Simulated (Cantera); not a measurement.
Cantera run:

```python
import numpy as np
import cantera as ct

gas_names = """
    Fe FeO Fe(OH)2 H HO2 H2 H2O H2O2 O OH O2 O3
""".split()
cond_names = """
    Fe(a) Fe(c) Fe(d) Fe(L) FeO(s) FeO(L) Fe(OH)2(s) Fe(OH)3(s) Fe2O3(s) Fe3O4(s) H2O(s) H2O(L)
""".split()


def load(file, names, dense=False):
    # The tables refer to 1 bar. Condensed volumes are neglected.
    table = {s.name: s for s in ct.Species.list_from_file(file)}
    out = []
    for n in names:
        d = dict(table[n].input_data)
        d["thermo"] = dict(d["thermo"], **{"reference-pressure": 1e5})
        if dense:
            d["equation-of-state"] = {"model": "constant-volume", "density": "1e6 g/cm^3"}
        out.append(ct.Species.from_dict(d))
    return out


gas = ct.Solution(thermo="ideal-gas", species=load("nasa_gas.yaml", gas_names))
cond = {s.name: ct.Solution(thermo="fixed-stoichiometry", species=[s], name=s.name)
        for s in load("nasa_condensed.yaml", cond_names, dense=True)}
atoms = {
    'Fe3O4': {'Fe': 3, 'O': 4},
    'H2': {'H': 2},
}
top_T = {'Fe2O3(s)': 1830, 'Fe3O4(s)': 1870}  # K; cautious upper limits of use, not melting points


def equilibrate(T, P, feed):
    n = {}
    for name, mol in feed.items():
        for a, k in atoms[name].items():
            n[a] = n.get(a, 0.0) + k * mol
    gas.TPX = T, P, n
    mass = sum(n.values()) * gas.mean_molecular_weight
    gas.equilibrate("TP")
    valid = [c for c in cond.values() if c.min_temp <= T <= top_T.get(c.name, c.max_temp)]
    mix = ct.Mixture([(gas, mass / gas.mean_molecular_weight)] + [(c, 0.0) for c in valid])
    mix.T, mix.P = T, P
    mix.equilibrate("TP", solver="vcs", rtol=1e-11, max_steps=5000)
    return mix


results = []
feed = {'Fe3O4': 1, 'H2': 1400}  # mol
T = 1223.15  # K
P = 660000  # Pa
mix = equilibrate(T, P, feed)
results.append((T, P, feed, dict(zip(mix.species_names, mix.species_moles))))
print(gas.report(threshold=0.001))
for i in range(1, mix.n_phases):
    print(f"{mix.phase(i).name:16s} {mix.phase_moles(i):12.5e} mol")
```

It prints:

```
       temperature   1223.2 K
          pressure   6.6e+05 Pa
           density   0.1338 kg/m^3
  mean mol. weight   2.0617 kg/kmol
   phase of matter   gas

                          1 kg             1 kmol
                     ---------------   ---------------
          enthalpy        1.3031e+07        2.6866e+07  J
   internal energy        8.0981e+06        1.6696e+07  J
           entropy             76191        1.5708e+05  J/K
    Gibbs function       -8.0162e+07       -1.6527e+08  J
 heat capacity c_p             15147             31229  J/K
 heat capacity c_v             11115             22915  J/K

                      mass frac. Y      mole frac. X     chem. pot. / RT
                     ---------------   ---------------   ---------------
                H2           0.97503           0.99714           -16.145
               H2O          0.024965         0.0028571           -53.281
     [  +10 minor]        5.8488e-08        1.1722e-07

Fe(c)             3.00000e+00 mol
FeO(s)            0.00000e+00 mol
Fe(OH)2(s)        0.00000e+00 mol
Fe(OH)3(s)        0.00000e+00 mol
Fe2O3(s)          0.00000e+00 mol
Fe3O4(s)          0.00000e+00 mol
```

These are equilibrium values from Cantera (NASA tables, ideal gas, pure condensed phases), not measurements of a reactor.
